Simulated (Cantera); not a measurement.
A closed system holds: 1 mol SiC, 0.02 mol CO2, 760 mol H2, held at 495 Torr.

Equilibrium computed with Cantera from the NASA thermochemical tables; the gas is ideal and each condensed phase is pure. Candidate condensed phases: C, C6H6, C7H8, C8H18, H2O, Si, SiC, SiO2; 123 gas species. Mutual solubility and eutectic melting of coexisting phases are not modelled. The tables hold silica as quartz up to 1696 K and as liquid above; real silica turns to tridymite and cristobalite and melts near 1996 K. Gases not in the tables: Si2H6 and higher silanes. Kinetics and transport are ignored.

Task: Which condensed phases are stable at each of these points (T (K)): 950, 1050, 1150, 1250, 1350, 1450, 1550, 1650, 1750, 1850, 1950, 2050, 2150?

Result: 
| T (K) | condensed phases | Si condensed (%) |
|---|---|---|
| 950 | SiC(s) + SiO2(β-quartz) | 100.0 |
| 1050 | SiC(s) + SiO2(β-quartz) | 100.0 |
| 1150 | SiC(s) + SiO2(β-quartz) | 100.0 |
| 1250 | SiC(s) + SiO2(β-quartz) | 99.9 |
| 1350 | SiC(s) + SiO2(β-quartz) | 98.5 |
| 1450 | SiC(s) | 97.1 |
| 1550 | SiC(s) | 97.2 |
| 1650 | SiC(s) | 97.3 |
| 1750 | SiC(s) | 97.2 |
| 1850 | SiC(s) | 96.6 |
| 1950 | SiC(s) | 94.8 |
| 2050 | SiC(s) | 90.0 |
| 2150 | SiC(s) | 77.4 |

From 950 K to 1350 K the condensed part is SiC(s) + SiO2(β-quartz). From 1450 K to 2150 K the condensed part is SiC(s).
